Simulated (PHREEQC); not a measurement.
A PHREEQC input (ion-association model, wateq4f.dat):

```
SOLUTION 1
  temp 18
  units mg/L
  pH 8.29
  pe 10.6
  Na 25.1
  K 9.14 charge
  Ca 31.7
  Mg 9.04
  Cl 12.5
  S(6) 53.7 as SO4
  Alkalinity 138 as HCO3
  F 1.32
END
USE solution 1
EQUILIBRIUM_PHASES 1
  Gypsum 0 0
  Fluorite 0 0
  CO2(g) -2.5 10
END
```

The run finishes without an error or a warning.

Its last state differs from that of the intended input:

| quantity | as run | intended |
|---|---|---|
| ionic strength (mol/kgw) | 0.00524 | 0.00517 |
| KSO4- (mol/kgw) | 8.78e-7 | 5.35e-7 |

One thing in the input isn't as intended. What explains the difference?

Several could match; the one computed here: The fault: charge balance asked on the minor ion K. The line should read `K 9.14` where the input has `K 9.14 charge`.
